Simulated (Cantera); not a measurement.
## Ignition delay

Mixture: CH4 : C2H6 : O2 : N2 = 1 : 0.14 : 3.28 : 12.3 (molar parts), at 2700 Torr, adiabatic and at constant pressure. Ignition delay is the time to a rise of 400 K.

Detailed kinetics in Cantera: GRI-Mech 3.0 (53 species, 325 reactions).

```
T0 (K)  delay (ms)
------  ----------
1450         0.126
1525        0.0688
1600        0.0393
1675        0.0237
1750        0.0150
```

```json
{
  "apparent activation energy between 1600 and 1750 K": "150 kJ/mol"
}
```
